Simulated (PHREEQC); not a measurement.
A solution holds 1.1 mol/kgw KCl and 0.00019 mol/kgw H4SiO4, at 20 °C. Closed to the air; pH follows from the charge balance.

Computed with PHREEQC (Pitzer model, pitzer.dat).

| quantity | before | after |
|---|---|---|
| pH | 6.64 | 7.01 |
| H3SiO4- (mol/kgw) | 2.27e-7 | 3.30e-8 |
| SI of SiO2(a) (SiO2) | -0.96 | -2.01 |

Task: What was changed between the two runs?
A. diluted 10-fold with water
B. 0.03 mol/kgw CO2 added
C. temperature from 20 to 50 °C
D. KCl replaced by K2CO3 at the same molality
E. KCl from 1.1 to 1.65 mol/kgw

Result: A, diluted 10-fold with water

Precipitation was switched off in this run. In brines, pH and single-ion activities rest on the MacInnes convention.
